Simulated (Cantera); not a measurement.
Feed: 1 mol S, 2.3 mol H₂, 1.8 mol N₂, at 2350 °C and 1.00 bar.

These are equilibrium values from Cantera (NASA tables, ideal gas, pure condensed phases), not measurements of a reactor. Candidate condensed phases: S; 15 gas species. Equilibrium is a limit: real reactors are often held back by kinetics, nucleation or transport.

Base state: H₂ 0.442, N₂ 0.386, S₂ 0.0701, SH 0.0360, H 0.0280, S 0.0190, H₂S 0.0190, SN 8.62e-5 (mole fractions); condensed: gas only.

Task: What changes in the equilibrium state with this change: temperature from 2350 °C to 3202 °C?

Result: 
```tsv
species	before	after
N₂	0.386	0.316
H	0.0280	0.278
H₂	0.442	0.248
S	0.0190	0.109
H₂S	0.0190	0.00190
S₂	0.0701	0.0169
SH	0.0360	0.0299
N	5.39e-7	0.000110
NH	3.56e-7	1.35e-5
SN	8.62e-5	0.000360
```

Task: What changes in the equilibrium state with this change: S replaced by SF₆?

Result: 
```
species       before     after
-----------  -------  --------
HF                 0     0.569
N₂             0.386     0.223
F                  0     0.123
H₂             0.442   3.05e-7
SF                 0    0.0195
SF₂                0    0.0140
H₂S           0.0190   9.52e-9
SH            0.0360   2.17e-5
H             0.0280   2.33e-5
S₂            0.0701    0.0370
S             0.0190    0.0138
S₂F₂ (SSF₂)        0  0.000974
SF₃                0  0.000152
FS₂F (FSSF)        0   6.93e-5
SN           8.62e-5   4.76e-5
```
The tables' values for S₂F₂ (SSF₂), SF₃, FS₂F (FSSF) are old estimates; treat these amounts as uncertain.

Task: What changes in the equilibrium state with this change: temperature from 2350 °C to 1300 °C?

Result: 
```csv
species,before,after
N₂,0.386,0.425
H₂,0.442,0.371
H₂S,0.0190,0.171
S,0.0190,1.62e-5
H,0.0280,2.48e-5
SH,0.0360,0.00231
S₂,0.0701,0.0315
SN,8.62e-5,1.32e-7
```
